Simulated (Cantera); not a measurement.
A Cantera script and what it prints.

```python
import numpy as np
import cantera as ct

gas_names = """
    CL CL2 N N2 Si SiCL SiCL2 SiCL3 SiCL4 SiN Si2 Si2N Si3
""".split()
cond_names = """
    Si(cr) Si(L) Si3N4(a)
""".split()


def load(file, names, dense=False):
    # The tables refer to 1 bar. Condensed volumes are neglected.
    table = {s.name: s for s in ct.Species.list_from_file(file)}
    out = []
    for n in names:
        d = dict(table[n].input_data)
        d["thermo"] = dict(d["thermo"], **{"reference-pressure": 1e5})
        if dense:
            d["equation-of-state"] = {"model": "constant-volume", "density": "1e6 g/cm^3"}
        out.append(ct.Species.from_dict(d))
    return out


gas = ct.Solution(thermo="ideal-gas", species=load("nasa_gas.yaml", gas_names))
cond = {s.name: ct.Solution(thermo="fixed-stoichiometry", species=[s], name=s.name)
        for s in load("nasa_condensed.yaml", cond_names, dense=True)}
atoms = {
    'Si2Cl6': {'Si': 2, 'CL': 6},
    'Cl2': {'CL': 2},
    'N2': {'N': 2},
}
top_T = {'Si3N4(a)': 2400}  # K; cautious upper limits of use, not melting points


def equilibrate(T, P, feed):
    n = {}
    for name, mol in feed.items():
        for a, k in atoms[name].items():
            n[a] = n.get(a, 0.0) + k * mol
    gas.TPX = T, P, n
    mass = sum(n.values()) * gas.mean_molecular_weight
    gas.equilibrate("TP")
    valid = [c for c in cond.values() if c.min_temp <= T <= top_T.get(c.name, c.max_temp)]
    mix = ct.Mixture([(gas, mass / gas.mean_molecular_weight)] + [(c, 0.0) for c in valid])
    mix.T, mix.P = T, P
    mix.equilibrate("TP", solver="vcs", rtol=1e-11, max_steps=5000)
    return mix


results = []
feed = {'Si2Cl6': 1, 'Cl2': 0.0035, 'N2': 11}  # mol
for P in [100, 230, 540, 1300, 2900, 6800, 16000, 37000, 86000, 200000]:
    for T in [1050, 1100, 1150, 1200, 1250, 1300, 1350, 1400, 1450, 1500, 1550, 1600]:
        mix = equilibrate(T, P, feed)
        results.append((T, P, feed, dict(zip(mix.species_names, mix.species_moles))))

for T, P, feed, n in results:
    print(f"{T:7g} {P:10.4g}  " + (" + ".join(c for c in cond_names if n.get(c, 0) > 1e-12) or "gas only"))
```

Output:

```
   1050        100  Si3N4(a)
   1100        100  Si3N4(a)
   1150        100  Si3N4(a)
   1200        100  Si3N4(a)
   1250        100  Si3N4(a)
   1300        100  Si3N4(a)
   1350        100  gas only
   1400        100  gas only
   1450        100  gas only
   1500        100  gas only
   1550        100  gas only
   1600        100  gas only
   1050        230  Si3N4(a)
   1100        230  Si3N4(a)
   1150        230  Si3N4(a)
   1200        230  Si3N4(a)
   1250        230  Si3N4(a)
   1300        230  Si3N4(a)
   1350        230  Si3N4(a)
   1400        230  gas only
   1450        230  gas only
   1500        230  gas only
   1550        230  gas only
   1600        230  gas only
   1050        540  Si3N4(a)
   1100        540  Si3N4(a)
   1150        540  Si3N4(a)
   1200        540  Si3N4(a)
   1250        540  Si3N4(a)
   1300        540  Si3N4(a)
   1350        540  Si3N4(a)
   1400        540  Si3N4(a)
   1450        540  gas only
   1500        540  gas only
   1550        540  gas only
   1600        540  gas only
   1050       1300  Si3N4(a)
   1100       1300  Si3N4(a)
   1150       1300  Si3N4(a)
   1200       1300  Si3N4(a)
   1250       1300  Si3N4(a)
   1300       1300  Si3N4(a)
   1350       1300  Si3N4(a)
   1400       1300  Si3N4(a)
   1450       1300  gas only
   1500       1300  gas only
   1550       1300  gas only
   1600       1300  gas only
   1050       2900  Si3N4(a)
   1100       2900  Si3N4(a)
   1150       2900  Si3N4(a)
   1200       2900  Si3N4(a)
   1250       2900  Si3N4(a)
   1300       2900  Si3N4(a)
   1350       2900  Si3N4(a)
   1400       2900  Si3N4(a)
   1450       2900  Si3N4(a)
   1500       2900  gas only
   1550       2900  gas only
   1600       2900  gas only
   1050       6800  Si3N4(a)
   1100       6800  Si3N4(a)
   1150       6800  Si3N4(a)
   1200       6800  Si3N4(a)
   1250       6800  Si3N4(a)
   1300       6800  Si3N4(a)
   1350       6800  Si3N4(a)
   1400       6800  Si3N4(a)
   1450       6800  Si3N4(a)
   1500       6800  Si3N4(a)
   1550       6800  gas only
   1600       6800  gas only
   1050    1.6e+04  Si3N4(a)
   1100    1.6e+04  Si3N4(a)
   1150    1.6e+04  Si3N4(a)
   1200    1.6e+04  Si3N4(a)
   1250    1.6e+04  Si3N4(a)
   1300    1.6e+04  Si3N4(a)
   1350    1.6e+04  Si3N4(a)
   1400    1.6e+04  Si3N4(a)
   1450    1.6e+04  Si3N4(a)
   1500    1.6e+04  Si3N4(a)
   1550    1.6e+04  Si3N4(a)
   1600    1.6e+04  gas only
   1050    3.7e+04  Si3N4(a)
   1100    3.7e+04  Si3N4(a)
   1150    3.7e+04  Si3N4(a)
   1200    3.7e+04  Si3N4(a)
   1250    3.7e+04  Si3N4(a)
   1300    3.7e+04  Si3N4(a)
   1350    3.7e+04  Si3N4(a)
   1400    3.7e+04  Si3N4(a)
   1450    3.7e+04  Si3N4(a)
   1500    3.7e+04  Si3N4(a)
   1550    3.7e+04  Si3N4(a)
   1600    3.7e+04  Si3N4(a)
   1050    8.6e+04  Si3N4(a)
   1100    8.6e+04  Si3N4(a)
   1150    8.6e+04  Si3N4(a)
   1200    8.6e+04  Si3N4(a)
   1250    8.6e+04  Si3N4(a)
   1300    8.6e+04  Si3N4(a)
   1350    8.6e+04  Si3N4(a)
   1400    8.6e+04  Si3N4(a)
   1450    8.6e+04  Si3N4(a)
   1500    8.6e+04  Si3N4(a)
   1550    8.6e+04  Si3N4(a)
   1600    8.6e+04  Si3N4(a)
   1050      2e+05  Si3N4(a)
   1100      2e+05  Si3N4(a)
   1150      2e+05  Si3N4(a)
   1200      2e+05  Si3N4(a)
   1250      2e+05  Si3N4(a)
   1300      2e+05  Si3N4(a)
   1350      2e+05  Si3N4(a)
   1400      2e+05  Si3N4(a)
   1450      2e+05  Si3N4(a)
   1500      2e+05  Si3N4(a)
   1550      2e+05  Si3N4(a)
   1600      2e+05  Si3N4(a)
```

These are equilibrium values from Cantera (NASA tables, ideal gas, pure condensed phases), not measurements of a reactor. The feed counts by its element totals alone. N2 is the only nitrogen source here; it is nearly inert below about 1500 K, so the nitride shown seldom forms there in practice. The tables' values for SiCl3 are old estimates.
